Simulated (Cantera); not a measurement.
A Cantera script and what it prints.

```python
import numpy as np
import cantera as ct

gas_names = """
    AL ALC ALH ALN AL2 C CH CH2 CH3 CH4 CN C2 C2H C2H2,acetylene C2H2,vinylidene C2H3,vinyl CH3CN C2H4
    C2H5 C2H6 CCN CNC C2N2 C3 C3H3,propargyl C3H4,allene C3H4,propyne C3H4,cyclo- C3H5,allyl
    C3H6,propylene C3H6,cyclo- C3H7,n-propyl C3H7,i-propyl C3H8 C4 C4H2 C4H4,1,3-cyclo- C4H6,butadiene
    C4H6,2-butyne C4H6,cyclo- C4H8,1-butene C4H8,cis2-buten C4H8,tr2-butene C4H8,isobutene C4H8,cyclo-
    C4H9,n-butyl C4H9,i-butyl C4H9,s-butyl C4H9,t-butyl C4H10,isobutane C4H10,n-butane C4N2 C5
    C5H6,1,3cyclo- C5H8,cyclo- C5H10,1-pentene C5H10,cyclo- C5H11,pentyl C5H11,t-pentyl C5H12,n-pentane
    C5H12,i-pentane CH3C(CH3)2CH3 C6H2 C6H5,phenyl C6H6 C6H10,cyclo- C6H12,1-hexene C6H12,cyclo-
    C6H13,n-hexyl C7H7,benzyl C7H8 C7H14,1-heptene C7H15,n-heptyl C7H16,n-heptane C8H8,styrene
    C8H10,ethylbenz C8H16,1-octene C8H17,n-octyl C8H18,isooctane C8H18,n-octane C9H19,n-nonyl
    C10H8,naphthale C10H21,n-decyl C12H9,o-bipheny C12H10,bipheny H HCN HCCN HNC H2 N NH NH2 NH3 N2 N2H2
    N2H4
""".split()
cond_names = """
    AL(cr) AL(L) ALN(s) C(gr) C6H6(L) C7H8(L) C8H18(L),n-octa
""".split()


def load(file, names, dense=False):
    # The tables refer to 1 bar. Condensed volumes are neglected.
    table = {s.name: s for s in ct.Species.list_from_file(file)}
    out = []
    for n in names:
        d = dict(table[n].input_data)
        d["thermo"] = dict(d["thermo"], **{"reference-pressure": 1e5})
        if dense:
            d["equation-of-state"] = {"model": "constant-volume", "density": "1e6 g/cm^3"}
        out.append(ct.Species.from_dict(d))
    return out


gas = ct.Solution(thermo="ideal-gas", species=load("nasa_gas.yaml", gas_names))
cond = {s.name: ct.Solution(thermo="fixed-stoichiometry", species=[s], name=s.name)
        for s in load("nasa_condensed.yaml", cond_names, dense=True)}
atoms = {
    'Al(CH3)3': {'AL': 1, 'C': 3, 'H': 9},
    'NH3': {'N': 1, 'H': 3},
    'H2': {'H': 2},
}
top_T = {'ALN(s)': 2750, 'C(gr)': 4500}  # K; cautious upper limits of use, not melting points


def equilibrate(T, P, feed):
    n = {}
    for name, mol in feed.items():
        for a, k in atoms[name].items():
            n[a] = n.get(a, 0.0) + k * mol
    gas.TPX = T, P, n
    mass = sum(n.values()) * gas.mean_molecular_weight
    gas.equilibrate("TP")
    valid = [c for c in cond.values() if c.min_temp <= T <= top_T.get(c.name, c.max_temp)]
    mix = ct.Mixture([(gas, mass / gas.mean_molecular_weight)] + [(c, 0.0) for c in valid])
    mix.T, mix.P = T, P
    mix.equilibrate("TP", solver="vcs", rtol=1e-11, max_steps=5000)
    return mix


results = []
feed = {'Al(CH3)3': 1, 'NH3': 180, 'H2': 24}  # mol
P = 160  # Pa
for T in [600, 675, 750, 825, 900, 975, 1050, 1125, 1200, 1275, 1350, 1425, 1500]:
    mix = equilibrate(T, P, feed)
    results.append((T, P, feed, dict(zip(mix.species_names, mix.species_moles))))

top = {s: max(r[3][s] / sum(r[3][g] for g in gas_names) for r in results) for s in gas_names}
cols = sorted((s for s in top if top[s] > 1e-05), key=lambda s: -top[s])[:6]
seen = [c for c in cond_names if any(r[3].get(c, 0) > 1e-12 for r in results)]
print("log10 of partial pressures in bar; condensed amounts in mol")
print(f"{'T/K':>10s}" + "".join(f"{s[:9]:>10s}" for s in cols + seen))
for T, P, feed, n in results:
    ng = sum(n[g] for g in gas_names)
    print(f"{T:10.4g}" + "".join(f"{np.log10(max(n[s] / ng * P / 1e5, 1e-99)):10.3f}" for s in cols)
          + "".join(f"{n.get(c, 0):10.4g}" for c in seen))
```

Result:

```
log10 of partial pressures in bar; condensed amounts in mol
       T/K        H2        N2       CH4       HCN         H       NH3    ALN(s)     C(gr)
       600    -2.915    -3.430    -4.904   -14.168   -17.793    -7.468         1         0
       675    -2.915    -3.430    -4.904   -12.058   -15.664    -7.971         1         0
       750    -2.912    -3.432    -5.319   -10.783   -13.956    -8.375         1     1.841
       825    -2.910    -3.433    -5.864    -9.935   -12.556    -8.713         1     2.669
       900    -2.910    -3.433    -6.326    -9.230   -11.387    -8.998         1     2.885
       975    -2.910    -3.433    -6.721    -8.635   -10.397    -9.242         1     2.953
      1050    -2.910    -3.433    -7.062    -8.125    -9.546    -9.454         1     2.977
      1125    -2.910    -3.433    -7.359    -7.684    -8.807    -9.638         1     2.984
      1200    -2.910    -3.433    -7.621    -7.299    -8.160    -9.800         1     2.982
      1275    -2.910    -3.433    -7.853    -6.960    -7.587    -9.943         1      2.97
      1350    -2.910    -3.433    -8.059    -6.658    -7.078   -10.071         1     2.943
      1425    -2.910    -3.433    -8.244    -6.389    -6.621   -10.186    0.9999     2.896
      1500    -2.910    -3.433    -8.410    -6.148    -6.209   -10.290    0.9992     2.818
```

Method: chemical equilibrium by Gibbs-energy minimisation in Cantera with the NASA 1993 tables (ideal gas, pure condensed phases). The feed counts by its element totals alone.
